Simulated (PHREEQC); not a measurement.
Solution (10 °C): 5.8 mmol/kgw CdSO4, 15 mmol/kgw H3BO3 and 67 mmol/kgw H2SO4. Closed to the air; pH follows from the charge balance.

All values are PHREEQC results (ion-association model, wateq4f.dat), not measurements.

### Question
The ionic strength comes out as 0.116 mol/kgw. What activity coefficients do Cd+2, H+, SO4-2, HSO4-, Cd(SO4)2-2 get?

### Answer
Cd+2 0.37, H+ 0.82, SO4-2 0.36, HSO4- 0.77, Cd(SO4)2-2 0.37.

This is a speciation only: nothing precipitates in the calculation. Species that the database lacks are ignored. Constants without temperature data keep their 25 °C values here.
